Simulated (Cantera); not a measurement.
Cantera run:

```python
import numpy as np
import cantera as ct

gas_names = """
    B BH BH2 BH3 BO BO2 B2 B2O B2O2 B2O3 B3O3H3 H HBO HBO2 HO2 H2 H2O H2O2 H3B3O6 O OH O2 O3
""".split()
cond_names = """
    B(b) B(L) B2O3(L) B3O3H3(cr) H2O(s) H2O(L)
""".split()


# ... load() reads the species with a 1 bar reference pressure and builds the phases ...
atoms = {
    'B': {'B': 1},
    'H2O': {'H': 2, 'O': 1},
}
top_T = {}  # K; cautious upper limits of use, not melting points


# ... equilibrate(T, P, feed) seeds the gas with the atoms and calls Mixture.equilibrate('TP', solver="vcs", rtol=1e-11, max_steps=5000) ...
results = []
feed = {'B': 1, 'H2O': 0.91}  # mol
T = 750  # K
P = 420  # Pa
mix = equilibrate(T, P, feed)
results.append((T, P, feed, dict(zip(mix.species_names, mix.species_moles))))
print(gas.report(threshold=1e-05))
for i in range(1, mix.n_phases):
    print(f"{mix.phase(i).name:16s} {mix.phase_moles(i):12.5e} mol")
```

Result:

```
       temperature   750 K
          pressure   420 Pa
           density   0.00013705 kg/m^3
  mean mol. weight   2.0348 kg/kmol
   phase of matter   gas

                          1 kg             1 kmol
                     ---------------   ---------------
          enthalpy        6.3644e+06         1.295e+07  J
   internal energy        3.2997e+06        6.7142e+06  J
           entropy             99877        2.0323e+05  J/K
    Gibbs function       -6.8543e+07       -1.3947e+08  J
 heat capacity c_p             14492             29489  J/K
 heat capacity c_v             10406             21174  J/K

                      mass frac. Y      mole frac. X     chem. pot. / RT
                     ---------------   ---------------   ---------------
            B3O3H3         0.0094591        0.00023064           -248.46
                H2           0.99054           0.99977           -22.314
     [  +21 minor]        4.1455e-08        3.1509e-09

B(b)              3.93123e-01 mol
B2O3(L)           3.03123e-01 mol
B3O3H3(cr)        0.00000e+00 mol
```

Method: chemical equilibrium by Gibbs-energy minimisation in Cantera with the NASA 1993 tables (ideal gas, pure condensed phases).
